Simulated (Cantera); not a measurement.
Input: 1 mol Cr₂O₃, 3.8 mol H₂, 46 mol N₂, at 22.0 mbar.

Cantera equilibrium calculation (NASA polynomials, part measured and part estimated; ideal gas, pure solids and liquids). Candidate condensed phases: Cr, CrN, Cr₂N, Cr₂O₃, H₂O; 29 gas species. Mutual solubility and eutectic melting of coexisting phases are not modelled. Rates play no part.

x: gas mole fraction; n: condensed amount in mol.

| T (K) | x N₂ | x H₂ | x H₂O | x Cr | x H | x CrO | x OH | n Cr₂O₃(s) | n Cr₂N(s) |
|---|---|---|---|---|---|---|---|---|---|
| 825 | 0.924 | 0.0763 | 1.08e-6 | <1e-12 | 1.48e-11 | <1e-12 | <1e-12 | 1.000 | 0 |
| 1025 | 0.924 | 0.0763 | (withheld) | (withheld) | (withheld) | <1e-12 | <1e-12 | 1.000 | 0 |
| 1225 | 0.924 | 0.0763 | 1.75e-5 | 1.05e-8 | 5.80e-7 | <1e-12 | 1.21e-12 | 1.000 | 0.000290 |
| 1425 | 0.924 | 0.0762 | (withheld) | (withheld) | (withheld) | (withheld) | (withheld) | 0.999 | (withheld) |
| 1625 | 0.923 | 0.0760 | 0.000268 | 0.000179 | 0.000131 | 2.50e-7 | 1.95e-8 | 0.996 | 0 |
| 1825 | 0.922 | 0.0741 | 0.00166 | 0.00110 | 0.000808 | 1.34e-5 | 1.26e-6 | 0.972 | 0 |
| 2025 | 0.918 | 0.0673 | 0.00680 | 0.00446 | 0.00337 | 0.000313 | 3.55e-5 | 0.880 | 0 |

Question: Some entries are withheld; supply them.

Answer: 
- 1025, x H₂O: 4.82e-6
- 1025, x Cr: 1.10e-12
- 1025, x H: 8.11e-9
- 1425, x H₂O: 5.68e-5
- 1425, x Cr: 4.93e-6
- 1425, x H: 1.27e-5
- 1425, x CrO: 9.78e-10
- 1425, x OH: 2.07e-10
- 1425, n Cr₂N(s): 0.000820
